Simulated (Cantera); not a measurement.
A perfectly stirred reactor is fed with 0.105 % CO, 0.952 % O₂, 3.71 % H₂O, 95.2 % N₂, equivalence ratio 0.055, at 13300 Pa; it is held at 1448 K, and followed from long to short residence time.

Computed with Cantera and GRI-Mech 3.0 (53 species, 325 reactions).

Predict: x(CO) at τ = 4.90 s; x(O₂) at τ = 4.90 s; x(H₂O) at τ = 4.90 s; x(NO) at τ = 4.90 s; x(HO₂) at τ = 4.90 s; x(CO) at τ = 83.0 ms; x(O₂) at τ = 83.0 ms; x(H₂O) at τ = 83.0 ms; x(NO) at τ = 83.0 ms; x(HO₂) at τ = 83.0 ms.


```json
{
 "x(CO) at τ = 4.90 s": "7.02e-6",
 "x(O₂) at τ = 4.90 s": "0.00899",
 "x(H₂O) at τ = 4.90 s": "0.0371",
 "x(NO) at τ = 4.90 s": "1.15e-7",
 "x(HO₂) at τ = 4.90 s": "2.96e-8",
 "x(CO) at τ = 83.0 ms": "0.000113",
 "x(O₂) at τ = 83.0 ms": "0.00904",
 "x(H₂O) at τ = 83.0 ms": "0.0368",
 "x(NO) at τ = 83.0 ms": "3.15e-8",
 "x(HO₂) at τ = 83.0 ms": "1.69e-7"
}
```
